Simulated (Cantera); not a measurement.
Transport properties of process gases

Gas mixture: N2O = 0.38 (molar parts), at 0.330 bar, frozen composition.

Cantera's kinetic-theory transport with the Lennard-Jones parameters of GRI-Mech 3.0, ideal gas; thermal conductivity in the multicomponent form. The composition is frozen, though it would react at the higher temperatures.

```json
[
 {"T (K)": "400", "ρ (kg/m³)": "0.437", "cp (J/kg/K)": "970.3", "μ (µPa s)": "19.5", "λ (mW/m/K)": "25.3", "Pr": "0.746", "D (cm²/s) OH": "1.26", "D (cm²/s) NO": "0.793", "D (cm²/s) CO2": "0.590"},
 {"T (K)": "650", "ρ (kg/m³)": "0.269", "cp (J/kg/K)": "1127", "μ (µPa s)": "29.1", "λ (mW/m/K)": "44.1", "Pr": "0.744", "D (cm²/s) OH": "2.93", "D (cm²/s) NO": "1.86", "D (cm²/s) CO2": "1.43"},
 {"T (K)": "900", "ρ (kg/m³)": "0.194", "cp (J/kg/K)": "1227", "μ (µPa s)": "37.1", "λ (mW/m/K)": "61.4", "Pr": "0.741", "D (cm²/s) OH": "5.09", "D (cm²/s) NO": "3.23", "D (cm²/s) CO2": "2.54"},
 {"T (K)": "1150", "ρ (kg/m³)": "0.152", "cp (J/kg/K)": "1285", "μ (µPa s)": "44.1", "λ (mW/m/K)": "76.8", "Pr": "0.738", "D (cm²/s) OH": "7.69", "D (cm²/s) NO": "4.89", "D (cm²/s) CO2": "3.88"},
 {"T (K)": "1400", "ρ (kg/m³)": "0.125", "cp (J/kg/K)": "1327", "μ (µPa s)": "50.5", "λ (mW/m/K)": "91.0", "Pr": "0.736", "D (cm²/s) OH": "10.7", "D (cm²/s) NO": "6.79", "D (cm²/s) CO2": "5.42"},
 {"T (K)": "1650", "ρ (kg/m³)": "0.106", "cp (J/kg/K)": "1359", "μ (µPa s)": "56.4", "λ (mW/m/K)": "104", "Pr": "0.734", "D (cm²/s) OH": "14.0", "D (cm²/s) NO": "8.93", "D (cm²/s) CO2": "7.15"}
]
```
D: mixture-averaged diffusion coefficient of that species in the mixture.
